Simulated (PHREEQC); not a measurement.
Dissolve 0.0028 mol Cu(NO3)2, 0.00035 mol H2SO4 and 0.046 mol Na2SO4 per kg of water at 25 °C. Closed to the air; pH follows from the charge balance.

Equilibrium calculation in PHREEQC: ion-association model, phreeqc.dat.

Each row changes one thing in this solution. Precipitation was switched off in this run.

```tsv
case	pH	ionic strength (mol/kgw)	SO4-2 (mol/kgw)	HSO4- (mol/kgw)
as made	3.62	0.130	0.0388	0.000405
temperature from 25 to 70 °C	3.93	0.128	0.0379	0.000555
Cu(NO3)2 from 0.0028 to 0.0042 mol/kgw	3.61	0.131	0.0383	?
H2SO4 from 0.00035 to 0.0035 mol/kgw	2.62	0.132	0.0385	0.00402
Na2SO4 replaced by MnSO4 at the same molality	3.54	0.117	0.0270	0.000347
Na2SO4 from 0.046 to 0.0046 mol/kgw	3.30	0.0203	?	?
Na2SO4 left out	3.20	0.00915	0.000268	?
Cu(NO3)2 replaced by Fe(NO3)3 at the same molality	3.32	0.128	0.0374	0.000776
Cu(NO3)2 from 0.0028 to 0.014 mol/kgw	3.58	?	0.0347	0.000379
```

Task: Complete the blanks.

Result: 
- Cu(NO3)2 from 0.0028 to 0.0042 mol/kgw, HSO4- (mol/kgw): 0.000401
- Na2SO4 from 0.046 to 0.0046 mol/kgw, SO4-2 (mol/kgw): 0.00409
- Na2SO4 from 0.046 to 0.0046 mol/kgw, HSO4- (mol/kgw): 0.000133
- Na2SO4 left out, HSO4- (mol/kgw): 1.23e-5
- Cu(NO3)2 from 0.0028 to 0.014 mol/kgw, ionic strength (mol/kgw): 0.145

Some of these states are supersaturated (in Hematite (slow to form), Goethite (slow to form), for instance). At this temperature some constants are extrapolated from 25 °C, and those without enthalpy data are left unchanged.
